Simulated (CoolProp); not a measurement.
Values from CoolProp's reference Helmholtz-energy equation of state, Thol 2016.

Give the vapour pressure (kPa), vapour density (kg/m³), enthalpy of vaporisation (kJ/kg), liquid cp (kJ/(kg K)) of saturated hexamethyldisiloxane (MM) at 384.5, 406.9 K.


```json
[
 {"T (K)": "384.5", "p (kPa)": "137", "vapour density (kg/m³)": "7.57", "enthalpy of vaporisation (kJ/kg)": "187", "liquid cp (kJ/(kg K))": "2.15"},
 {"T (K)": "406.9", "p (kPa)": "242", "vapour density (kg/m³)": "13.2", "enthalpy of vaporisation (kJ/kg)": "174", "liquid cp (kJ/(kg K))": "2.23"}
]
```
